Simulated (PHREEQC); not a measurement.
Make-up at 20 °C: 1.3 mmol/kgw Cu(NO3)2, 43 mmol/kgw H2SO4 and 2.6 mmol/kgw FeCl3. Closed to the air; pH follows from the charge balance.

Equilibrium calculation in PHREEQC: ion-association model, phreeqc.dat.

**Question.** The ionic strength comes out as 0.0775 mol/kgw. What activity coefficients do HSO4-, CuCl+, Fe(SO4)2-, FeCl+2, FeSO4+ get?

**Answer.** HSO4- 0.80, CuCl+ 0.79, Fe(SO4)2- 0.80, FeCl+2 0.41, FeSO4+ 0.80.

No solid was allowed to form. Saturation is exceeded, for instance for Hematite (slow to form), Goethite (slow to form); the values hold only as long as no solid forms.
